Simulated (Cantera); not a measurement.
Feed: 1 mol TiO2, 4 mol H2, held at 41.0 Pa.

Cantera equilibrium calculation (NASA polynomials, part measured and part estimated; ideal gas, pure solids and liquids). Candidate condensed phases: H2O, Ti, TiO, TiO2, Ti2O3, Ti3O5, Ti4O7; 12 gas species. Mutual solubility and eutectic melting of coexisting phases are not modelled. Condensed phases not in the tables: Magnéli phases beyond Ti4O7. Kinetics and transport are ignored.

At 975 °C, list the 3 most abundant gas species with their mole fractions, and the condensed phases.

H2 0.998, H2O 0.00178, H 2.30e-5. Condensed: TiO2(rutile) + Ti4O7(s).
